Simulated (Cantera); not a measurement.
Feed: 1 mol CH₂F₂, 18 mol H₂, at 0.975 Torr.

Method: chemical equilibrium by Gibbs-energy minimisation in Cantera with the NASA 1993 tables (ideal gas, pure condensed phases). Candidate condensed phases: C, C₆H₆, C₇H₈, C₈H₁₈; 95 gas species. Rates play no part.

log p: log10 of the partial pressure in bar; nothing condenses.

```json
[
 {"T (K)": "2723", "log p H": "-3.02", "log p H₂": "-3.62", "log p HF": "-4.10", "log p F": "-5.95", "log p C": "-5.62"},
 {"T (K)": "2773", "log p H": "-2.99", "log p H₂": "?", "log p HF": "-4.12", "log p F": "?", "log p C": "?"},
 {"T (K)": "2823", "log p H": "-2.97", "log p H₂": "-3.84", "log p HF": "-4.14", "log p F": "-5.63", "log p C": "-5.32"},
 {"T (K)": "2873", "log p H": "-2.96", "log p H₂": "-3.96", "log p HF": "-4.16", "log p F": "-5.47", "log p C": "-5.18"},
 {"T (K)": "2923", "log p H": "-2.95", "log p H₂": "-4.08", "log p HF": "-4.18", "log p F": "-5.31", "log p C": "-5.06"},
 {"T (K)": "2973", "log p H": "-2.94", "log p H₂": "-4.20", "log p HF": "-4.20", "log p F": "-5.16", "log p C": "-4.95"},
 {"T (K)": "3023", "log p H": "-2.93", "log p H₂": "?", "log p HF": "-4.23", "log p F": "?", "log p C": "?"},
 {"T (K)": "3073", "log p H": "-2.93", "log p H₂": "-4.45", "log p HF": "-4.26", "log p F": "-4.89", "log p C": "-4.76"},
 {"T (K)": "3123", "log p H": "-2.93", "log p H₂": "-4.57", "log p HF": "-4.30", "log p F": "-4.77", "log p C": "-4.68"},
 {"T (K)": "3173", "log p H": "-2.93", "log p H₂": "-4.69", "log p HF": "-4.35", "log p F": "-4.67", "log p C": "-4.62"},
 {"T (K)": "3223", "log p H": "-2.92", "log p H₂": "-4.80", "log p HF": "-4.41", "log p F": "-4.57", "log p C": "-4.58"}
]
```

Question: Complete the blanks.

Answer: 
- 2773, log p H₂: -3.73
- 2773, log p F: -5.79
- 2773, log p C: -5.46
- 3023, log p H₂: -4.33
- 3023, log p F: -5.02
- 3023, log p C: -4.84
